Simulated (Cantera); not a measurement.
A perfectly stirred reactor is fed with C2H6 : N2 = 1 : 10 (molar parts), at 42.0 Torr; it is held at 1548 K, and followed from long to short residence time.

Computed with Cantera and GRI-Mech 3.0 (53 species, 325 reactions). GRI-Mech 3.0 stops at C3 and has no aromatics, soot or wall deposition, so with more carbon than oxygen in the feed, carbon stays in small species such as C2H2 where larger ones or solid carbon would form.

Question: Predict: x(C2H6) at τ = 2.40 s; x(C2H4) at τ = 2.40 s; x(H2) at τ = 2.40 s; x(CH2) at τ = 2.40 s; x(CH3) at τ = 2.40 s; x(C2H6) at τ = 20.0 ms; x(C2H4) at τ = 20.0 ms; x(H2) at τ = 20.0 ms; x(CH2) at τ = 20.0 ms; x(CH3) at τ = 20.0 ms.

Answer: 
| Item | Result |
|---|---|
| x(C2H6) at τ = 2.40 s | 4.38e-5 |
| x(C2H4) at τ = 2.40 s | 0.000358 |
| x(H2) at τ = 2.40 s | 0.139 |
| x(CH2) at τ = 2.40 s | 1.57e-7 |
| x(CH3) at τ = 2.40 s | 0.000206 |
| x(C2H6) at τ = 20.0 ms | 0.00289 |
| x(C2H4) at τ = 20.0 ms | 0.0105 |
| x(H2) at τ = 20.0 ms | 0.0974 |
| x(CH2) at τ = 20.0 ms | 2.33e-6 |
| x(CH3) at τ = 20.0 ms | 0.00173 |
